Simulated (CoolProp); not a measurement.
n-pentane along the isobar 0.894 MPa: density (kg/m³) from the reference equation and from simpler models built on Tc = 469.7 K, pc = 3.368 MPa, ω = 0.251; each cubic takes its own stable root.

The numbers come from the reference Helmholtz-energy equation of state, Thol 2019 in CoolProp.

```
T (K)  phase  reference  ideal gas  van der Waals  Redlich-Kwong  Soave-Redlich-Kwong  Peng-Robinson
-----  -----  ---------  ---------  -------------  -------------  -------------------  -------------
453      gas      19.28      17.13          18.89          19.20                19.25          19.47
471.6    gas      18.19      16.45          17.96          18.18                18.17          18.37
490.1    gas      17.26      15.83          17.12          17.28                17.25          17.43
508.7    gas      16.44      15.25          16.37          16.48                16.42          16.58
527.2    gas      15.71      14.71          15.69          15.77                15.69          15.84
545.8    gas      15.05      14.21          15.07          15.12                15.03          15.16
564.3    gas      14.45      13.75          14.50          14.53                14.43          14.56
582.9    gas      13.91      13.31          13.97          13.98                13.89          14.00
601.4    gas      13.41      12.90          13.49          13.49                13.39          13.49
620      gas      12.95      12.51          13.03          13.03                12.92          13.02
```
